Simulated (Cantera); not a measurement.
# Ignition delay

Mixture: 6.83 % CO, 0.349 % H2, 9.57 % CH4, 17.5 % O2, 65.8 % N2, equivalence ratio 1.3, at 9750 Torr, adiabatic and at constant pressure. Ignition delay is the time to a rise of 400 K.

Cantera simulation using GRI-Mech 3.0 (53 species, 325 reactions); the numbers are that mechanism's predictions, not measurements. The pressure lies above the range GRI-Mech 3.0 was tuned for (to about 10 atm). Below about 1000 K GRI-Mech 3.0 lacks low-temperature oxidation paths. Below about 950 K walls govern HO2 and H2O2 in real vessels.

```json
[
 {"T0 (K)": "850", "delay (ms)": "1230"},
 {"T0 (K)": "900", "delay (ms)": "430"},
 {"T0 (K)": "950", "delay (ms)": "171"},
 {"T0 (K)": "1000", "delay (ms)": "74.0"},
 {"T0 (K)": "1050", "delay (ms)": "34.3"},
 {"T0 (K)": "1100", "delay (ms)": "16.8"},
 {"T0 (K)": "1150", "delay (ms)": "8.61"},
 {"T0 (K)": "1200", "delay (ms)": "4.55"}
]
```

- apparent activation energy between 1100 and 1200 K: 140 kJ/mol
